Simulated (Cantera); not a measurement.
What does this Cantera script print?

```python
import numpy as np
import cantera as ct

surf = ct.Interface("diamond.yaml", "diamond_100")
gas, bulk = surf.adjacent["gas"], surf.adjacent["diamond"]
k = surf.kinetics_species_index(bulk.species_names[0])
cover = ["c6HH", "c6H*", "c6*H", "c6**", "c6HM", "c6B"]

rows, drift = [], 0.0
print(f"{'P':>10s}{'um/h':>11s}" + "".join(f"{s:>11s}" for s in cover))
for v in [470, 760, 1200, 2000, 3300, 5500, 8900, 15000]:
    T, P, xH, xCH3 = 1000, v, 0.036, 0.00055
    gas.TPX = T, P, {"H": xH, "CH3": xCH3, "CH4": 0.0034, "H2": 1 - xH - xCH3 - 0.0034}
    surf.TP = bulk.TP = T, P
    surf.coverages = "c6H*:0.1, c6HH:0.9"
    surf.advance_coverages(100.0)
    before = surf.coverages
    surf.advance_coverages(100.0)
    drift = max(drift, np.max(np.abs(surf.coverages - before) / (surf.coverages + 1e-9)))
    rate = surf.net_production_rates[k] * bulk.mean_molecular_weight / bulk.density * 3.6e9
    rows.append([rate, *surf[cover].coverages])
    print(f"{v:10.4g}{rate:11.4e}" + "".join(f"{x:11.3e}" for x in rows[-1][1:]))
```

It prints:

```
         P       um/h       c6HH       c6H*       c6*H       c6**       c6HM        c6B
       470 1.2891e+00  5.903e-01  1.816e-02  3.711e-01  9.685e-03  7.828e-03  3.498e-09
       760 2.1265e+00  5.901e-01  1.818e-02  3.710e-01  9.686e-03  7.990e-03  5.770e-09
      1200 3.3987e+00  5.901e-01  1.821e-02  3.709e-01  9.689e-03  8.089e-03  9.222e-09
      2000 5.7140e+00  5.900e-01  1.827e-02  3.708e-01  9.697e-03  8.161e-03  1.551e-08
      3300 9.4805e+00  5.900e-01  1.836e-02  3.707e-01  9.710e-03  8.206e-03  2.573e-08
      5500 1.5865e+01  5.899e-01  1.852e-02  3.705e-01  9.733e-03  8.238e-03  4.305e-08
      8900 2.5760e+01  5.899e-01  1.877e-02  3.703e-01  9.769e-03  8.263e-03  6.990e-08
   1.5e+04 4.3595e+01  5.898e-01  1.922e-02  3.698e-01  9.833e-03  8.292e-03  1.183e-07
```

Detailed kinetics in Cantera: the Harris–Goodwin 1993 mechanism for the reconstructed diamond (100) surface.
